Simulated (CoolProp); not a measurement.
The fluid at 293.15 K and 2.08 MPa is throttled through a valve to 0.989 MPa with no heat exchange. The same conditions are run with several fluids, on thermodynamics alone (safety and materials aside).

Computed with CoolProp (reference Helmholtz-energy equation of state of each fluid (CH3F (R41): Lemmon 2006; CF4 (R14): Platzer 1990; ethylene: Smukala 2000; oxygen: Schmidt 1985; C2F6 (R116): Lemmon 2006)). The equations of Platzer and Polt are older, rougher fits.

Q: Rank CH3F (R41), CF4 (R14), ethylene, oxygen, C2F6 (R116) by temperature change (K), highest first.

A: oxygen (-3.0), CF4 (R14) (-6.4), ethylene (-12.9), C2F6 (R116) (-13.5), CH3F (R41) (-21.7)

| fluid | final density (kg/m³) |
|---|---|
| CH3F (R41) | 17.0 |
| CF4 (R14) | 38.1 |
| ethylene | 12.8 |
| oxygen | 13.2 |
| C2F6 (R116) | 68.5 |
